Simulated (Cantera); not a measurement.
An adiabatic, constant-volume homogeneous reactor starts with CO : H2 : CH4 : O2 : N2 = 1 : 0.19 : 0.73 : 0.979 : 3.68 (molar parts), at 950 K and 10.0 bar. Integrator tolerance rtol = 1e-08.

Detailed kinetics in Cantera: GRI-Mech 3.0 (53 species, 325 reactions). Below about 1000 K GRI-Mech 3.0 lacks low-temperature oxidation paths.

Task: What does this change do: initial temperature 950 to 1575 K?

Result: 
```json
[
 {"quantity": "time of steepest temperature rise", "before": "23.5 ms", "after": "59.3 µs"},
 {"quantity": "temperature at 1.00 s", "before": "2537 K", "after": "2989 K"},
 {"quantity": "equilibrium temperature", "before": "2537 K", "after": "2989 K"},
 {"quantity": "x(CO) at 1.00 s", "before": "0.203 (gas-phase equilibrium 0.203)", "after": "0.205 (gas-phase equilibrium 0.205)"},
 {"quantity": "x(H2) at 1.00 s", "before": "0.101 (gas-phase equilibrium 0.101)", "after": "0.0955 (gas-phase equilibrium 0.0955)"},
 {"quantity": "x(CH4) at 1.00 s", "before": "3.68e-9 (gas-phase equilibrium 4.05e-9)", "after": "3.65e-10 (gas-phase equilibrium 4.09e-10)"},
 {"quantity": "x(C2H6) at 1.00 s", "before": "<1e-12 (gas-phase equilibrium <1e-12)", "after": "<1e-12 (gas-phase equilibrium <1e-12)"},
 {"quantity": "x(C2H) at 1.00 s", "before": "<1e-12 (gas-phase equilibrium <1e-12)", "after": "<1e-12 (gas-phase equilibrium <1e-12)"},
 {"quantity": "x(O2) at 1.00 s", "before": "3.01e-6 (gas-phase equilibrium 3.01e-6)", "after": "0.000167 (gas-phase equilibrium 0.000167)"},
 {"quantity": "x(H2O) at 1.00 s", "before": "0.131 (gas-phase equilibrium 0.131)", "after": "0.129 (gas-phase equilibrium 0.129)"}
]
```
